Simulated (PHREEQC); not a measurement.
# Copper plating or etch bath

A solution holds 0.0061 mol Cu(NO3)2, 0.00015 mol H2SO4 and 0.00023 mol FeCl3 per kg of water, at 25 °C. Closed to the air; pH follows from the charge balance.

All values are PHREEQC results (ion-association model, wateq4f.dat), not measurements.

Each row changes one thing in this solution. This is a speciation only: nothing precipitates in the calculation.

| case | pH | ionic strength (mol/kgw) | SO4-2 (mol/kgw) | HSO4- (mol/kgw) |
|---|---|---|---|---|
| as made | 3.30 | 0.0194 | 9.92e-5 | 3.26e-6 |
| 0.00088 mol/kgw NaHCO3 added | 5.00 | 0.0192 | 0.000105 | 6.92e-8 |
| Cu(NO3)2 left out | 3.26 | 0.00127 | 0.000131 | 6.22e-6 |
| 0.0014 mol/kgw Sr(NO3)2 added | 3.30 | 0.0236 | 9.63e-5 | 3.03e-6 |
| H2SO4 from 0.00015 to 0.0003 mol/kgw | 3.13 | 0.0197 | 0.000194 | 9.27e-6 |
| FeCl3 replaced by SrCl2 at the same molality | 3.58 | 0.0192 | 0.000102 | 1.78e-6 |
| temperature from 25 to 20 °C | 3.31 | 0.0195 | 9.97e-5 | 2.87e-6 |
| diluted 5-fold with water | 3.89 | 0.00389 | 2.59e-5 | 2.64e-7 |
| H2SO4 from 0.00015 to 0.00075 mol/kgw | 2.84 | 0.0205 | 0.000465 | 4.30e-5 |

Some of these states are supersaturated (in Hematite (slow to form), Goethite (slow to form), Fe(OH)3(a), for instance).
